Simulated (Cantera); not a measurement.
An adiabatic, constant-pressure homogeneous reactor starts with 7.12 % CH3OH, 19.4 % O2, 73.3 % N2, 0.107 % H2, at 1800 K and 5.00 bar.

Detailed kinetics in Cantera: GRI-Mech 3.0 (53 species, 325 reactions). GRI-Mech 3.0 was tuned for natural gas; its chemistry of methanol as a main component is partial and can be far from experiment.

**Question.** Predict: time of steepest temperature rise; temperature at 3.00 s; equilibrium temperature; x(O2) at 3.00 s; x(H2O) at 3.00 s; x(NO) at 3.00 s.

**Answer.** 
```json
{
 "time_of_steepest_temperature_rise": "7.76 µs",
 "temperature at 3.00 s": "2718 K",
 "equilibrium_temperature": "2718 K",
 "x(O2) at 3.00 s": "0.0745 (gas-phase equilibrium 0.0745)",
 "x(H2O) at 3.00 s": "0.125 (gas-phase equilibrium 0.125)",
 "x(NO) at 3.00 s": "0.0183 (gas-phase equilibrium 0.0183)"
}
```
